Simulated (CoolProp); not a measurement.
Saturation properties of hydrogen sulfide.

Values from CoolProp's reference Helmholtz-energy equation of state, Lemmon 2006. It is a short technical equation, of lower accuracy than the large ones.

| T (K) | p (MPa) | liquid density (kg/m³) | liquid cp (kJ/(kg K)) |
|---|---|---|---|
| 251.7 | 0.5195 | 877.3 | 2.029 |
| 258.5 | 0.6545 | 863.7 | ___ |
| 265.3 | 0.8141 | 849.7 | ___ |
| 272.1 | ___ | ___ | 2.091 |
| 278.9 | 1.218 | 820.5 | 2.122 |
| 285.7 | 1.467 | 805.1 | 2.158 |
| 292.4 | 1.747 | 789.3 | 2.201 |
| 299.2 | 2.070 | 772.6 | 2.255 |
| 306 | 2.433 | 755.0 | 2.320 |

Some entries are withheld; supply them.


- 258.5, liquid cp (kJ/(kg K)): 2.046
- 265.3, liquid cp (kJ/(kg K)): 2.066
- 272.1, p (MPa): 1.001
- 272.1, liquid density (kg/m³): 835.3

It boils at 212.9 K under 1 atm.
